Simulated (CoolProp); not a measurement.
Values from CoolProp's reference Helmholtz-energy equation of state, Gedanitz 2015.

Q: For cyclopentane, give the phase and the cp (kJ/(kg K)), isothermal compressibility (1/MPa), fugacity coefficient at 550 K and 10600 kPa; 550 K and 11500 kPa.

A: 
- 550 K and 10600 kPa: supercritical; cp 3.44, isothermal compressibility 0.0425, fugacity coefficient 0.467
- 550 K and 11500 kPa: supercritical; cp 3.31, isothermal compressibility 0.0328, fugacity coefficient 0.444
